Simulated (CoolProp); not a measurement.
Model: reference Helmholtz-energy equation of state, Lemmon 2022, in CoolProp.

**Question.** For R1234yf, give the phase and the density (kg/m³), cv (kJ/(kg K)), isothermal compressibility (1/MPa), expansivity (1/kK) at 67.35 °C and 8.51 bar; -129.85 °C and 88.8 bar.

**Answer.** 
- 67.35 °C and 8.51 bar: gas; density 39.3, cv 0.928, isothermal compressibility 1.37, expansivity 4.65
- -129.85 °C and 88.8 bar: liquid; density 1530, cv 0.732, isothermal compressibility 0.000681, expansivity 1.62
